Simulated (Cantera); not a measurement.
Charge: 1 mol NF3, 0.49 mol H2O, held at 3523 K and 0.000890 bar.

Equilibrium computed with Cantera from the NASA thermochemical tables; the gas is ideal and each condensed phase is pure. Candidate condensed phases: H2O; 40 gas species. Kinetics and transport are ignored.

Base state: F 0.596, H 0.182, N2 0.101, O 0.0998, HF 0.0180, N 0.00263, NO 0.000364, H2 7.65e-5 (mole fractions); condensed: gas only.

**Question.** What changes in the equilibrium state with this change: NF3 replaced by NH3?

**Answer.** 
```tsv
species	before	after
H	0.182	0.798
N2	0.101	0.0992
O	0.0998	0.0979
F	0.596	0
HF	0.0180	0
H2	7.65e-5	0.00147
OH	7.20e-5	0.000309
O2	3.25e-5	3.13e-5
NO	0.000364	0.000355
N	0.00263	0.00261
```

**Question.** What changes in the equilibrium state with this change: temperature from 3523 K to 3250 K?

**Answer.** 
```
species   before     after
-------  -------  --------
F          0.596     0.575
H          0.182     0.138
N2         0.101     0.107
HF        0.0180    0.0729
O         0.0998     0.105
O2       3.25e-5  0.000156
N        0.00263  0.000678
OH       7.20e-5  0.000209
```
